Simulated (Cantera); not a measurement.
Input (Python, Cantera) and output of one run.

```python
import numpy as np
import cantera as ct

gas_names = """
    O3 TaO2
""".split()
cond_names = """
    TaC(s) TaC(L) C(gr)
""".split()


# ... load() reads the species with a 1 bar reference pressure and builds the phases ...
species = {s.name: s for s in load("nasa_gas.yaml", gas_names) + load("nasa_condensed.yaml", cond_names)}
# Each term lists the table entries of one substance; the one whose range holds T is used.
reactions = {
    '3 TaC + 2 O3(g) = 3 C + 3 TaO2(g)':
        [(-3, ['TaC(s)', 'TaC(L)']), (-2, ['O3']), (3, ['C(gr)']), (3, ['TaO2'])],
}


def pick(names, T):
    return next(species[n] for n in names if species[n].thermo.min_temp <= T <= species[n].thermo.max_temp)


results = []
for label, terms in reactions.items():
    print(label)
    print("     T/K   dH/kJ  dS/(J/K)   dG/kJ   log10 K")
    for T in [2500, 2575, 2650, 2725, 2800]:
        used = [(nu, pick(names, T)) for nu, names in terms]
        dH = sum(nu * s.thermo.h(T) for nu, s in used) / 1e6
        dS = sum(nu * s.thermo.s(T) for nu, s in used) / 1e3
        dG = dH - T * dS / 1e3
        logK = -dG * 1e6 / (ct.gas_constant * T * np.log(10))
        results.append((label, T, dH, dS, dG, logK, [s.name for _, s in used]))
        print(f"{T:8g} {dH:8.1f} {dS:8.1f} {dG:8.1f} {logK:8.2f}")
```

Output:

```
3 TaC + 2 O3(g) = 3 C + 3 TaO2(g)
     T/K   dH/kJ  dS/(J/K)   dG/kJ   log10 K
    2500   -560.8    166.3   -976.7    20.41
    2575   -568.2    163.4   -989.0    20.06
    2650   -575.9    160.5  -1001.2    19.73
    2725   -583.9    157.5  -1013.1    19.42
    2800   -592.3    154.5  -1024.8    19.12
```

Cantera with NASA thermochemical tables; ideal gases at 1 bar, condensed phases pure. TaC: taken at fixed stoichiometry. Condensed species are held in their standard states even where they would react or evaporate.
